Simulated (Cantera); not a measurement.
Charge: 1 mol SiH2Cl2, a varied amount of N2, equilibrated at 1548.15 K and 750 Torr.

Cantera equilibrium calculation (NASA polynomials, part measured and part estimated; ideal gas, pure solids and liquids). Candidate condensed phases: NH4Cl, Si, Si3N4; 28 gas species. Equilibrium is a limit: real reactors are often held back by kinetics, nucleation or transport.

Question: What share of the Si ends up in condensed phases as a function of n(N2) (mol), at 2.5, 3.1, 4, 5, 6.3, 7.9, 9.9, 13, 16, 20, 25, 31, 40?

Answer: 
```json
[
 {"n(N2) (mol)": "2.5", "Si condensed (%)": "73.7", "as": "Si3N4(s)"},
 {"n(N2) (mol)": "3.1", "Si condensed (%)": "74.5", "as": "Si3N4(s)"},
 {"n(N2) (mol)": "4", "Si condensed (%)": "75.4", "as": "Si3N4(s)"},
 {"n(N2) (mol)": "5", "Si condensed (%)": "76.1", "as": "Si3N4(s)"},
 {"n(N2) (mol)": "6.3", "Si condensed (%)": "76.8", "as": "Si3N4(s)"},
 {"n(N2) (mol)": "7.9", "Si condensed (%)": "77.5", "as": "Si3N4(s)"},
 {"n(N2) (mol)": "9.9", "Si condensed (%)": "78.1", "as": "Si3N4(s)"},
 {"n(N2) (mol)": "13", "Si condensed (%)": "78.9", "as": "Si3N4(s)"},
 {"n(N2) (mol)": "16", "Si condensed (%)": "79.4", "as": "Si3N4(s)"},
 {"n(N2) (mol)": "20", "Si condensed (%)": "79.9", "as": "Si3N4(s)"},
 {"n(N2) (mol)": "25", "Si condensed (%)": "80.4", "as": "Si3N4(s)"},
 {"n(N2) (mol)": "31", "Si condensed (%)": "80.8", "as": "Si3N4(s)"},
 {"n(N2) (mol)": "40", "Si condensed (%)": "81.3", "as": "Si3N4(s)"}
]
```
